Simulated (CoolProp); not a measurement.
A single-stage vapour-compression cycle with the fluid: evaporating at 266.15 K (dew point), condensing at 317.15 K (bubble point), superheat 2 K, subcooling 5 K, compressor efficiency 0.9, no pressure losses. The same conditions are run with several fluids, on thermodynamics alone (safety and materials aside).

Model: reference Helmholtz-energy equation of state of each fluid (dimethyl ether: Wu 2011; cis-2-butene: Lemmon 2005; R507A: Lemmon 2003; R236FA: Pan 2012; R143a: Lemmon and Jacobsen 2000; R134a: Tillner-Roth 1994), in CoolProp. Blends and air are pseudo-pure fits.

```tsv
fluid	cooling COP	pressure ratio	discharge temperature (K)	refrigerating effect (kJ/kg)	volumetric capacity (kJ/m³)
dimethyl ether	3.95	4.76	338.2	336	1530
cis-2-butene	4.04	5.73	330.7	325	557
R507A	3.33	4.13	327.1	102	2600
R236FA	3.70	6.13	317.1	107	(withheld)
R143a	3.41	(withheld)	(withheld)	(withheld)	(withheld)
R134a	3.74	5.01	328.4	141	1570
```

Q: Complete the blanks.

A: 
- R236FA, volumetric capacity (kJ/m³): 610
- R143a, pressure ratio: 4.06
- R143a, discharge temperature (K): 329.6
- R143a, refrigerating effect (kJ/kg): 123
- R143a, volumetric capacity (kJ/m³): 2660

The compression ends wet for: R236FA.
